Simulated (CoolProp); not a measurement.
n-perfluorohexane along the isobar 912 kPa: density (kg/m³) from the reference equation and from simpler models built on Tc = 448.0 K, pc = 1742 kPa, ω = 0.497; each cubic takes its own stable root.

Computed with CoolProp (reference Helmholtz-energy equation of state, Gao 2022).

```
T (K)   phase  reference
-----  ------  ---------
245.1  liquid       1827
262.1  liquid       1781
279.2  liquid       1734
296.3  liquid       1685
313.4  liquid       1635
330.5  liquid       1583
347.5  liquid       1528
364.6  liquid       1467
381.7  liquid       1398
398.8  liquid       1316
432.9     gas      115.4
450       gas      104.6
```

Q: How far does each simpler model (Redlich-Kwong, Soave-Redlich-Kwong) lie from the reference over these 12 states: mean and median of the absolute difference, and the worst?

A: 
- Redlich-Kwong: mean 17.4 %, median 18.9 %, worst -26.3 % at 398.8 K and 912 kPa
- Soave-Redlich-Kwong: mean 12.2 %, median 13.4 %, worst -18.3 % at 398.8 K and 912 kPa
